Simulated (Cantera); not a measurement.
An isothermal, constant-pressure homogeneous reactor starts with CO : O2 : H2O : N2 = 0.022 : 0.0036 : 0.012 : 1 (molar parts), equivalence ratio 3.1, at 1123 K and 5.00 bar.

Cantera simulation using GRI-Mech 3.0 (53 species, 325 reactions); the numbers are that mechanism's predictions, not measurements.

### Question
Predict: x(CO) at 1.00 s; x(O2) at 1.00 s; x(H2O) at 1.00 s; x(OH) at 1.00 s; x(N2O) at 1.00 s.

### Answer
| Quantity | Value |
|---|---|
| x(CO) at 1.00 s | 0.0122 (gas-phase equilibrium 0.00942) |
| x(O2) at 1.00 s | 8.23e-9 (gas-phase equilibrium <1e-12) |
| x(H2O) at 1.00 s | 0.00953 (gas-phase equilibrium 0.00672) |
| x(OH) at 1.00 s | 1.40e-9 (gas-phase equilibrium 9.48e-12) |
| x(N2O) at 1.00 s | 1.63e-8 (gas-phase equilibrium <1e-12) |
